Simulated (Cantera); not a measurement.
A Cantera script and what it prints.

```python
import numpy as np
import cantera as ct

gas_names = """
    C CH CH2 CH3 CH2OH CH3O CH4 CH3OH CN CO CO2 COOH C2 C2H CHCO,ketyl C2H2,acetylene C2H2,vinylidene
    CH2CO,ketene C2H3,vinyl CH3CN CH3CO,acetyl C2H4 C2H4O,ethylen CH3CHO,ethanal CH3COOH (HCOOH)2 C2H5
    C2H6 CH3OCH3 C2H5OH CCN CNC C2N2 C2O C3 C3H3,propargyl C3H4,allene C3H4,propyne C3H4,cyclo-
    C3H5,allyl C3H6,propylene C3H6,cyclo- C3H6O C3H7,n-propyl C3H7,i-propyl C3H8 C3H8O,1propanol
    C3H8O,2propanol C3O2 C4 C4H2 C4H4,1,3-cyclo- C4H6,butadiene C4H6,2-butyne C4H6,cyclo- C4H8,1-butene
    C4H8,cis2-buten C4H8,tr2-butene C4H8,isobutene C4H8,cyclo- (CH3COOH)2 C4H9,n-butyl C4H9,i-butyl
    C4H9,s-butyl C4H9,t-butyl C4H10,isobutane C4H10,n-butane C4N2 C5 C5H6,1,3cyclo- C5H8,cyclo-
    C5H10,1-pentene C5H10,cyclo- C5H11,pentyl C5H11,t-pentyl C5H12,n-pentane C5H12,i-pentane
    CH3C(CH3)2CH3 C6H2 C6H5,phenyl C6H5O,phenoxy C6H6 C6H5OH,phenol C6H10,cyclo- C6H12,1-hexene
    C6H12,cyclo- C6H13,n-hexyl C7H7,benzyl C7H8 C7H8O,cresol C7H14,1-heptene C7H15,n-heptyl
    C7H16,n-heptane C8H8,styrene C8H10,ethylbenz C8H16,1-octene C8H17,n-octyl C8H18,isooctane
    C8H18,n-octane C9H19,n-nonyl C10H8,naphthale C10H21,n-decyl C12H9,o-bipheny C12H10,bipheny H HCN HCO
    HCCN HNC HNCO HNO HNO2 HNO3 HO2 H2 HCHO,formaldehy HCOOH H2O H2O2 N NCO NH NH2 NH3 NH2OH NO NO2 NO3
    N2 N2H2 N2H4 N2O O OH O2 O3 Si SiC SiC2 SiC4H12 SiH SiH2 SiH3 SiH4 SiN SiO SiO2 Si2 Si2C Si2N Si3
""".split()
cond_names = """
    C(gr) C6H6(L) C7H8(L) C8H18(L),n-octa H2O(s) H2O(L) Si(cr) Si(L) SiC(b) SiO2(Lqz) SiO2(hqz) SiO2(L)
    Si2N2O(s) Si3N4(a)
""".split()


def load(file, names, dense=False):
    # The tables refer to 1 bar. Condensed volumes are neglected.
    table = {s.name: s for s in ct.Species.list_from_file(file)}
    out = []
    for n in names:
        d = dict(table[n].input_data)
        d["thermo"] = dict(d["thermo"], **{"reference-pressure": 1e5})
        if dense:
            d["equation-of-state"] = {"model": "constant-volume", "density": "1e6 g/cm^3"}
        out.append(ct.Species.from_dict(d))
    return out


gas = ct.Solution(thermo="ideal-gas", species=load("nasa_gas.yaml", gas_names))
cond = {s.name: ct.Solution(thermo="fixed-stoichiometry", species=[s], name=s.name)
        for s in load("nasa_condensed.yaml", cond_names, dense=True)}
atoms = {
    'TEOS': {'Si': 1, 'C': 8, 'H': 20, 'O': 4},
    'NO': {'N': 1, 'O': 1},
    'H2': {'H': 2},
}
top_T = {'C(gr)': 4500, 'SiC(b)': 3050, 'Si2N2O(s)': 2100, 'Si3N4(a)': 2400}  # K; cautious upper limits of use, not melting points


def equilibrate(T, P, feed):
    n = {}
    for name, mol in feed.items():
        for a, k in atoms[name].items():
            n[a] = n.get(a, 0.0) + k * mol
    gas.TPX = T, P, n
    mass = sum(n.values()) * gas.mean_molecular_weight
    gas.equilibrate("TP")
    valid = [c for c in cond.values() if c.min_temp <= T <= top_T.get(c.name, c.max_temp)]
    mix = ct.Mixture([(gas, mass / gas.mean_molecular_weight)] + [(c, 0.0) for c in valid])
    mix.T, mix.P = T, P
    mix.equilibrate("TP", solver="vcs", rtol=1e-11, max_steps=5000)
    return mix


results = []
feed = {'TEOS': 1, 'NO': 0.96, 'H2': 0.16}  # mol
P = 88000  # Pa
for T in [1098, 1148, 1198, 1248, 1298, 1348, 1398, 1448, 1498, 1548, 1598, 1648]:
    mix = equilibrate(T, P, feed)
    results.append((T, P, feed, dict(zip(mix.species_names, mix.species_moles))))

top = {s: max(r[3][s] / sum(r[3][g] for g in gas_names) for r in results) for s in gas_names}
cols = sorted((s for s in top if top[s] > 0.001), key=lambda s: -top[s])[:8]
seen = [c for c in cond_names if any(r[3].get(c, 0) > 1e-12 for r in results)]
print("log10 of partial pressures in bar; condensed amounts in mol")
print(f"{'T/K':>10s}" + "".join(f"{s[:9]:>10s}" for s in cols + seen))
for T, P, feed, n in results:
    ng = sum(n[g] for g in gas_names)
    print(f"{T:10.4g}" + "".join(f"{np.log10(max(n[s] / ng * P / 1e5, 1e-99)):10.3f}" for s in cols)
          + "".join(f"{n.get(c, 0):10.4g}" for c in seen))
```

Result:

```
log10 of partial pressures in bar; condensed amounts in mol
       T/K        H2        CO        N2       CH4       H2O       CO2     C(gr) SiO2(hqz) Si2N2O(s)
      1098    -0.195    -0.742    -1.494    -1.827    -1.974    -2.524     5.021         1         0
      1148    -0.191    -0.729    -1.500    -2.005    -2.238    -2.849     4.999         1         0
      1198    -0.188    -0.723    -1.503    -2.171    -2.487    -3.157     4.997         1         0
      1248    -0.186    -0.720    -1.505    -2.325    -2.720    -3.446     5.002         1         0
      1298    -0.185    -0.719    -1.506    -2.469    -2.936    -3.714     5.008         1         0
      1348    -0.184    -0.718    -1.507    -2.603    -3.137    -3.962     5.014         1         0
      1398    -0.184    -0.718    -1.507    -2.727    -3.323    -4.193     5.018         1         0
      1448    -0.183    -0.718    -1.508    -2.844    -3.497    -4.407     5.022         1         0
      1498    -0.183    -0.718    -1.508    -2.952    -3.660    -4.606     5.024    0.9999         0
      1548    -0.188    -0.690    -1.590    -3.064    -3.789    -4.736     4.794    0.8451   0.07727
      1598    -0.201    -0.623    -1.940    -3.186    -3.877    -4.775     4.145    0.4106    0.2938
      1648    -0.209    -0.592    -2.366    -3.290    -3.987    -4.877     3.797    0.1753    0.4082
```

Method: chemical equilibrium by Gibbs-energy minimisation in Cantera with the NASA 1993 tables (ideal gas, pure condensed phases). The feed counts by its element totals alone. Mutual solubility and eutectic melting of coexisting phases are not modelled. The tables hold silica as quartz up to 1696 K and as liquid above; real silica turns to tridymite and cristobalite and melts near 1996 K.
